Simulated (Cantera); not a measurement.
What does this Cantera script print?

```python
import numpy as np
import cantera as ct

gas_names = """
    H HNO HNO2 HNO3 HO2 H2 H2O H2O2 N NH NH2 NH3 NH2OH NO NO2 NO3 N2 N2H2 N2H4 N2O O OH O2 O3 Si SiH
    SiH2 SiH3 SiH4 SiN SiO SiO2 Si2 Si2N Si3
""".split()
cond_names = """
    H2O(s) H2O(L) Si(cr) Si(L) SiO2(Lqz) SiO2(hqz) SiO2(L) Si2N2O(s) Si3N4(a)
""".split()


def load(file, names, dense=False):
    # The tables refer to 1 bar. Condensed volumes are neglected.
    table = {s.name: s for s in ct.Species.list_from_file(file)}
    out = []
    for n in names:
        d = dict(table[n].input_data)
        d["thermo"] = dict(d["thermo"], **{"reference-pressure": 1e5})
        if dense:
            d["equation-of-state"] = {"model": "constant-volume", "density": "1e6 g/cm^3"}
        out.append(ct.Species.from_dict(d))
    return out


gas = ct.Solution(thermo="ideal-gas", species=load("nasa_gas.yaml", gas_names))
cond = {s.name: ct.Solution(thermo="fixed-stoichiometry", species=[s], name=s.name)
        for s in load("nasa_condensed.yaml", cond_names, dense=True)}
atoms = {
    'Si3N4': {'Si': 3, 'N': 4},
    'H2O': {'H': 2, 'O': 1},
    'N2': {'N': 2},
    'N2O': {'N': 2, 'O': 1},
}
top_T = {'Si2N2O(s)': 2100, 'Si3N4(a)': 2400}  # K; cautious upper limits of use, not melting points


def equilibrate(T, P, feed):
    n = {}
    for name, mol in feed.items():
        for a, k in atoms[name].items():
            n[a] = n.get(a, 0.0) + k * mol
    gas.TPX = T, P, n
    mass = sum(n.values()) * gas.mean_molecular_weight
    gas.equilibrate("TP")
    valid = [c for c in cond.values() if c.min_temp <= T <= top_T.get(c.name, c.max_temp)]
    mix = ct.Mixture([(gas, mass / gas.mean_molecular_weight)] + [(c, 0.0) for c in valid])
    mix.T, mix.P = T, P
    mix.equilibrate("TP", solver="vcs", rtol=1e-11, max_steps=5000)
    return mix


results = []
feed = {'Si3N4': 1, 'H2O': 0.024, 'N2': 3.2, 'N2O': 1.9}  # mol
T = 1498  # K
P = 7  # Pa
mix = equilibrate(T, P, feed)
results.append((T, P, feed, dict(zip(mix.species_names, mix.species_moles))))
print(gas.report(threshold=1e-05))
for i in range(1, mix.n_phases):
    print(f"{mix.phase(i).name:16s} {mix.phase_moles(i):12.5e} mol")
```

Output:

```
       temperature   1498 K
          pressure   7 Pa
           density   1.6803e-05 kg/m^3
  mean mol. weight   29.898 kg/kmol
   phase of matter   gas

                          1 kg             1 kmol
                     ---------------   ---------------
          enthalpy        8.8208e+05        2.6372e+07  J
   internal energy        4.6549e+05        1.3917e+07  J
           entropy             10950        3.2739e+05  J/K
    Gibbs function       -1.5522e+07       -4.6406e+08  J
 heat capacity c_p            1170.5             34996  J/K
 heat capacity c_v            892.42             26682  J/K

                      mass frac. Y      mole frac. X     chem. pot. / RT
                     ---------------   ---------------   ---------------
                 H        4.0496e-06        0.00012011           -16.922
                H2         0.0002306         0.0034199           -33.844
                N2           0.81844           0.87348            -35.71
                Si        9.6127e-06        1.0233e-05           -7.2217
               SiO           0.18132           0.12297           -48.378
     [  +30 minor]        1.9175e-07        1.3507e-07

Si(cr)            0.00000e+00 mol
SiO2(hqz)         0.00000e+00 mol
Si2N2O(s)         1.07593e+00 mol
Si3N4(a)          0.00000e+00 mol
```

Cantera equilibrium calculation (NASA polynomials, part measured and part estimated; ideal gas, pure solids and liquids).
